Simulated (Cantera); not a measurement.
What does this Cantera script print?

```python
import numpy as np
import cantera as ct

gas = ct.Solution("gri30.yaml")
gas.TPX = 1275, 1333, {'C2H6': 1, 'N2': 130}
reactor = ct.IdealGasConstPressureReactor(gas, energy="off", clone=False)
net = ct.ReactorNet([reactor])
net.rtol, net.atol = 1e-08, 1e-18
show = ['C2H6', 'C2H', 'CH4', 'H2', 'H', 'C2H2']
times = np.geomspace(1e-05, 4, 14)

steps = ct.SolutionArray(gas, extra=["t"])
rows = []
print(f"{'t/s':>10s}{'T/K':>9s}{'P/Pa':>11s}" + "".join(f"{s:>11s}" for s in show))
for t in times:
    while net.time < t:
        t_next = net.step()
        steps.append(gas.state, t=t_next)
    rows.append([np.interp(t, steps.t, y) for y in (steps.T, steps.P, *steps(*show).X.T)])
    print(f"{t:10.3e}{rows[-1][0]:9.1f}{rows[-1][1]:11.4g}" + "".join(f"{x:11.3e}" for x in rows[-1][2:]))
rate = np.gradient(steps.T, steps.t)
print("integrator steps:", len(steps.t))
if steps.T.max() > steps.T[0] + 200:
    print(f"time of steepest temperature rise: {steps.t[rate.argmax()]:.4e} s")
gas.TPX = 1275, 1333, {'C2H6': 1, 'N2': 130}
gas.equilibrate("TP")
print(f"equilibrium (TP): T = {gas.T:.1f} K  " + "  ".join(f"{s} {gas[s].X[0]:.3e}" for s in show))
```

It prints:

```
       t/s      T/K       P/Pa       C2H6        C2H        CH4         H2          H       C2H2
 1.000e-05   1275.0       1333  7.634e-03  4.902e-34  1.433e-11  4.190e-13  1.868e-11  1.785e-20
 2.697e-05   1275.0       1333  7.633e-03  9.960e-32  1.042e-10  3.125e-12  5.298e-11  5.125e-19
 7.275e-05   1275.0       1333  7.633e-03  3.113e-29  7.578e-10  2.684e-11  1.922e-10  1.832e-17
 1.962e-04   1275.0       1333  7.632e-03  2.069e-26  5.502e-09  3.793e-10  1.297e-09  7.672e-16
 5.293e-04   1275.0       1333  7.630e-03  2.556e-23  3.992e-08  9.216e-09  1.279e-08  3.745e-14
 1.428e-03   1275.0       1333  7.625e-03  4.521e-20  2.882e-07  2.335e-07  1.161e-07  2.883e-12
 3.851e-03   1275.0       1333  7.604e-03  1.544e-16  2.047e-06  5.174e-06  9.149e-07  4.985e-10
 1.039e-02   1275.0       1333  7.471e-03  5.738e-13  1.401e-05  8.911e-05  4.966e-06  1.129e-07
 2.802e-02   1275.0       1333  6.717e-03  3.973e-11  9.041e-05  7.057e-04  1.075e-05  7.518e-06
 7.557e-02   1275.0       1333  4.377e-03  2.893e-10  4.318e-04  2.807e-03  1.557e-05  1.443e-04
 2.038e-01   1275.0       1333  1.033e-03  1.253e-09  1.144e-03  6.470e-03  1.962e-05  1.141e-03
 5.498e-01   1275.0       1333  4.866e-05  1.227e-09  1.400e-03  9.322e-03  9.760e-06  3.233e-03
 1.483e+00   1275.0       1333  3.316e-06  5.086e-10  1.407e-03  1.070e-02  3.285e-06  4.571e-03
 4.000e+00   1275.0       1333  4.935e-07  2.263e-10  1.406e-03  1.156e-02  1.330e-06  5.426e-03
integrator steps: 1017
equilibrium (TP): T = 1275.0 K  C2H6 1.149e-11  C2H 2.096e-11  CH4 1.203e-05  H2 1.502e-02  H 7.877e-07  C2H2 1.102e-03
```

Computed with Cantera and GRI-Mech 3.0 (53 species, 325 reactions). GRI-Mech 3.0 stops at C3 and has no aromatics, soot or wall deposition, so with more carbon than oxygen in the feed, carbon stays in small species such as C2H2 where larger ones or solid carbon would form. Radical loss at walls, strong at low pressure, is not modelled.
